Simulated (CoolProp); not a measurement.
A Linde-Hampson liquefier for oxygen: isothermal reversible compression at 280 K from 1 atm to 30 MPa, throttling to 1 atm, return gas leaving the recuperator 2 K below the feed. Each further row changes one setting.

Computed with CoolProp (reference Helmholtz-energy equation of state, Schmidt 1985).

```csv
case,liquid yield per pass,compression work (kJ/kg of gas)
as stated,0.162,402
high pressure 60 MPa,0.190,457
warm-end temperature 310 K,0.121,452
warm-end gap 7 K,0.152,402
```

Above 300 K oxygen's equation is extrapolated.
